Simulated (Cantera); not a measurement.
**Equilibrium for silicon carbide growth: SiH4 + HCl + H2 + C3H8**

A closed system holds: 1 mol SiH4, 0.36 mol HCl, 2000 mol H2, 0.0087 mol C3H8, equilibrated at 2050 K and 160 Pa.

These are equilibrium values from Cantera (NASA tables, ideal gas, pure condensed phases), not measurements of a reactor. Candidate condensed phases: C, C6H6, C7H8, C8H18, Si, SiC; 109 gas species. The numbers say what is thermodynamically allowed, not how fast it happens.

| Item | Value |
|---|---|
| x(H2) | 0.944 |
| x(H) | 0.0551 |
| x(Si) | 0.000472 |
| x(HCl) | 0.000167 |
| x(SiH) | 1.11e-5 |
| x(Cl) | 7.23e-6 |
| x(C2H2 (acetylene)) | 6.04e-6 |
| x(SiH2) | 1.29e-6 |
| gas amount | 2060 mol |
| log10 activity of C(graphite) (absent) | -1.11 |
| log10 activity of Si(l) (absent) | -2.01 |
